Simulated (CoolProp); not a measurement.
Properties of carbon monoxide along the isobar 0.78 MPa (Tc = 132.9 K, pc = 3.498 MPa, ω = 0.050).

The numbers come from the reference Helmholtz-energy equation of state, Lemmon 2006 in CoolProp. It is a short technical equation, of lower accuracy than the large ones.

| T (K) | phase | cv (kJ/(kg K)) | speed of sound (m/s) | fugacity coefficient |
|---|---|---|---|---|
| 98 | liquid | 1.046 | 704.6 | 0.5438 |
| 107.1 | gas | 0.8591 | 191.2 | 0.8620 |
| 116.1 | gas | 0.8024 | 204.9 | 0.8911 |
| 125.1 | gas | 0.7808 | 216.6 | 0.9124 |
| 134.1 | gas | 0.7695 | 227.0 | 0.9285 |
| 143.1 | gas | 0.7625 | 236.6 | 0.9410 |
| 152.1 | gas | 0.7579 | 245.5 | 0.9509 |
| 161.1 | gas | 0.7546 | 254.0 | 0.9589 |
| 170.2 | gas | 0.7523 | 262.1 | 0.9654 |
| 179.2 | gas | 0.7505 | 269.8 | 0.9708 |
| 188.2 | gas | 0.7492 | 277.3 | 0.9752 |
| 197.2 | gas | 0.7482 | 284.4 | 0.9789 |
| 206.2 | gas | 0.7474 | 291.4 | 0.9820 |
| 215.2 | gas | 0.7468 | 298.1 | 0.9847 |
